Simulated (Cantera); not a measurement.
**Equilibrium for carbothermic reduction: CuO + CO**

A closed system holds: 1 mol CuO, 0.96 mol CO, at 97.5 Torr.

Cantera equilibrium calculation (NASA polynomials, part measured and part estimated; ideal gas, pure solids and liquids). Candidate condensed phases: C, Cu, CuO, Cu2O; 15 gas species. Each liquid is taken as pure. Mutual solubility and eutectic melting of coexisting phases are not modelled. Equilibrium is a limit: real reactors are often held back by kinetics, nucleation or transport.

```json
[
 {"T (K)": "1350", "log p CO2": "-0.89", "log p O2": "-5.47", "log p CO": "-4.55", "log p Cu": "-6.31", "log p O": "-9.11", "log p CuO": "-9.62", "log p Cu2": "-10.19", "n Cu(s)": "0.920", "n Cu2O(s)": "0.0402", "n Cu(l)": "0", "n Cu2O(l)": "0"},
 {"T (K)": "1375", "log p CO2": "-0.89", "log p O2": "-5.21", "log p CO": "-4.48", "log p Cu": "-6.08", "log p O": "-8.80", "log p CuO": "-9.28", "log p Cu2": "-9.88", "n Cu(s)": "0", "n Cu2O(s)": "0.0402", "n Cu(l)": "0.920", "n Cu2O(l)": "0"},
 {"T (K)": "1400", "log p CO2": "-0.89", "log p O2": "-4.95", "log p CO": "-4.42", "log p Cu": "-5.87", "log p O": "-8.50", "log p CuO": "-8.96", "log p Cu2": "-9.58", "n Cu(s)": "0", "n Cu2O(s)": "0.0401", "n Cu(l)": "0.920", "n Cu2O(l)": "0"},
 {"T (K)": "1425", "log p CO2": "-0.89", "log p O2": "-4.70", "log p CO": "-4.36", "log p Cu": "-5.66", "log p O": "-8.21", "log p CuO": "-8.65", "log p Cu2": "-9.29", "n Cu(s)": "0", "n Cu2O(s)": "0.0400", "n Cu(l)": "0.920", "n Cu2O(l)": "0"},
 {"T (K)": "1450", "log p CO2": "-0.89", "log p O2": "-4.46", "log p CO": "-4.30", "log p Cu": "-5.46", "log p O": "-7.93", "log p CuO": "-8.35", "log p Cu2": "-9.02", "n Cu(s)": "0", "n Cu2O(s)": "0.0399", "n Cu(l)": "0.920", "n Cu2O(l)": "0"},
 {"T (K)": "1475", "log p CO2": "-0.89", "log p O2": "-4.23", "log p CO": "-4.25", "log p Cu": "-5.27", "log p O": "-7.65", "log p CuO": "-8.06", "log p Cu2": "-8.75", "n Cu(s)": "0", "n Cu2O(s)": "0.0395", "n Cu(l)": "0.921", "n Cu2O(l)": "0"},
 {"T (K)": "1500", "log p CO2": "-0.89", "log p O2": "-4.00", "log p CO": "-4.20", "log p Cu": "-5.08", "log p O": "-7.39", "log p CuO": "-7.78", "log p Cu2": "-8.49", "n Cu(s)": "0", "n Cu2O(s)": "0.0390", "n Cu(l)": "0.922", "n Cu2O(l)": "0"},
 {"T (K)": "1525", "log p CO2": "-0.89", "log p O2": "-3.81", "log p CO": "-4.13", "log p Cu": "-4.91", "log p O": "-7.15", "log p CuO": "-7.52", "log p Cu2": "-8.24", "n Cu(s)": "0", "n Cu2O(s)": "0", "n Cu(l)": "0.923", "n Cu2O(l)": "0.0382"},
 {"T (K)": "1550", "log p CO2": "-0.89", "log p O2": "-3.67", "log p CO": "-4.05", "log p Cu": "-4.73", "log p O": "-6.94", "log p CuO": "-7.30", "log p Cu2": "-8.00", "n Cu(s)": "0", "n Cu2O(s)": "0", "n Cu(l)": "0.925", "n Cu2O(l)": "0.0375"},
 {"T (K)": "1575", "log p CO2": "-0.89", "log p O2": "-3.54", "log p CO": "-3.96", "log p Cu": "-4.56", "log p O": "-6.74", "log p CuO": "-7.08", "log p Cu2": "-7.77", "n Cu(s)": "0", "n Cu2O(s)": "0", "n Cu(l)": "0.927", "n Cu2O(l)": "0.0365"},
 {"T (K)": "1600", "log p CO2": "-0.89", "log p O2": "-3.41", "log p CO": "-3.88", "log p Cu": "-4.40", "log p O": "-6.54", "log p CuO": "-6.87", "log p Cu2": "-7.55", "n Cu(s)": "0", "n Cu2O(s)": "0", "n Cu(l)": "0.929", "n Cu2O(l)": "0.0352"}
]
```
log p: log10 of the partial pressure in bar; n: condensed amount in mol.

At 1350 K the condensed part is Cu(s) + Cu2O(s). From 1375 K to 1500 K the condensed part is Cu(l) + Cu2O(s). From 1525 K to 1600 K the condensed part is Cu(l) + Cu2O(l). The main Cu-bearing gas is Cu throughout.
